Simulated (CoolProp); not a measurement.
Vapour-liquid equilibrium of ethylene (1) + 1-butene (2) at 0.0489 MPa; x and y are mole fractions of (1).

Values from CoolProp's multi-fluid Helmholtz-energy mixture model, Smukala 2000 and Lemmon 2005; pair parameters Bell 2016.

**Question.** Give the bubble temperature and the first vapour's composition at x = 0.275, 0.425, 0.95. Is there an azeotrope?

**Answer.** x = 0.275: 178.6 K, y = 0.994; x = 0.425: 170.9 K, y = 0.998; x = 0.95: 158.7 K, y = 1.000. No azeotrope shows between x = 0.05 and 0.95.

Pair parameters are fitted to limited data, so mixtures are less certain than the pure fluids. The gap from Raoult's law changes sign with composition, which may be real or a fault of the pair parameters; it wasn't checked against measurements.
